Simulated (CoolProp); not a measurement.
Vapour-liquid equilibrium of ethanol (1) + n-heptane (2) at 0.14 MPa; x and y are mole fractions of (1).

Model: multi-fluid Helmholtz-energy mixture model, Schroeder 2014 and Span 2003; pair parameters Bell 2016, in CoolProp.

```tsv
x	bubble temperature, mixture model (°C)	bubble temperature, Raoult's law (°C)	y, mixture model	y, Raoult's law
0.05	(withheld)	107.7	0.352	0.104
0.2	(withheld)	102.5	(withheld)	0.348
0.35	81.8	98.4	0.620	0.530
0.5	81.6	95.0	0.628	0.673
0.65	81.5	92.2	0.645	0.790
0.8	(withheld)	89.7	(withheld)	0.889
0.95	(withheld)	87.5	(withheld)	0.974
```

### Question
Complete the blanks.

### Answer

- 0.05, bubble temperature, mixture model (°C): 95.4
- 0.2, bubble temperature, mixture model (°C): 83.4
- 0.2, y, mixture model: 0.586
- 0.8, bubble temperature, mixture model (°C): 82.0
- 0.8, y, mixture model: 0.709
- 0.95, bubble temperature, mixture model (°C): 85.0
- 0.95, y, mixture model: 0.890

The largest gap from Raoult's law is -19.1 K in bubble temperature, at x = 0.2. y crosses x between x = 0.5 and 0.65: the model has an azeotrope there.

Pair parameters are fitted to limited data, so mixtures are less certain than the pure fluids. With so large a gap from Raoult's law the liquid may split in two, which this calculation doesn't test in full.
